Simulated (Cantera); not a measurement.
An isothermal, constant-pressure homogeneous reactor starts with CH3OH : O2 : N2 = 0.0028 : 0.02 : 1 (molar parts), at 1425 K and 458 Torr.

Model: GRI-Mech 3.0 (53 species, 325 reactions), integrated in Cantera. GRI-Mech 3.0 was tuned for natural gas; its chemistry of methanol as a main component is partial and can be far from experiment.

Problem. Predict: x(O2) at 10.0 s; x(NO) at 10.0 s; x(H2) at 10.0 s.

Solution. 
- x(O2) at 10.0 s = 0.0154 (gas-phase equilibrium 0.0153)
- x(NO) at 10.0 s = 7.91e-7 (gas-phase equilibrium 0.000251)
- x(H2) at 10.0 s = 3.73e-8 (gas-phase equilibrium 3.75e-8)
